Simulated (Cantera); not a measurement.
An adiabatic, constant-volume homogeneous reactor starts with CO : H2 : O2 : N2 = 1 : 0.11 : 0.816 : 3.07 (molar parts), equivalence ratio 0.68, at 1775 K and 500000 Pa.

Model: GRI-Mech 3.0 (53 species, 325 reactions), integrated in Cantera. The hydrogen kinetics of GRI-Mech 3.0 are dated; newer H2 mechanisms differ, most at raised pressure. Above 3000 K some thermodynamic fits are extrapolated.

**Question.** Predict: time of steepest temperature rise; temperature at 0.200 s; equilibrium temperature; x(CO) at 0.200 s; x(H2) at 0.200 s; x(O2) at 0.200 s; x(H2O) at 0.200 s; x(N2O) at 0.200 s; x(H) at 0.200 s; x(NO2) at 0.200 s.

**Answer.** 
```json
{
  "time_of_steepest_temperature_rise": "5.96 µs",
  "temperature at 0.200 s": "2994 K",
  "equilibrium_temperature": "2994 K",
  "x(CO) at 0.200 s": "0.0660 (gas-phase equilibrium 0.0660)",
  "x(H2) at 0.200 s": "0.00101 (gas-phase equilibrium 0.00101)",
  "x(O2) at 0.200 s": "0.0700 (gas-phase equilibrium 0.0700)",
  "x(H2O) at 0.200 s": "0.0169 (gas-phase equilibrium 0.0169)",
  "x(N2O) at 0.200 s": "3.58e-6 (gas-phase equilibrium 3.58e-6)",
  "x(H) at 0.200 s": "0.00177 (gas-phase equilibrium 0.00177)",
  "x(NO2) at 0.200 s": "2.33e-5 (gas-phase equilibrium 2.33e-5)"
}
```
